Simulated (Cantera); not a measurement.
A closed system holds: 1 mol C2F6, 2.7 mol F2, 10 mol H2, at 0.0133 bar.

Method: chemical equilibrium by Gibbs-energy minimisation in Cantera with the NASA 1993 tables (ideal gas, pure condensed phases). Candidate condensed phases: C, C6H6, C7H8, C8H18; 110 gas species. Ions and electrons are included (thermal ionisation). The feed counts by its element totals alone. The numbers say what is thermodynamically allowed, not how fast it happens.

Question: Which condensed phases are stable at each of these points (T (K)): 2500, 2750, 3000, 3250, 3500, 3750, 4000, 4250, 4500, 4750, 5000?

Answer: 
| T (K) | condensed phases | C condensed (%) |
|---|---|---|
| 2500 | C(graphite) | 96.0 |
| 2750 | C(graphite) | 87.8 |
| 3000 | C(graphite) | 2.7 |
| 3250 | gas only | 0.0 |
| 3500 | gas only | 0.0 |
| 3750 | gas only | 0.0 |
| 4000 | gas only | 0.0 |
| 4250 | gas only | 0.0 |
| 4500 | gas only | 0.0 |
| 4750 | gas only | 0.0 |
| 5000 | gas only | 0.0 |

From 2500 K to 3000 K the condensed part is C(graphite). From 3250 K to 5000 K nothing is condensed.
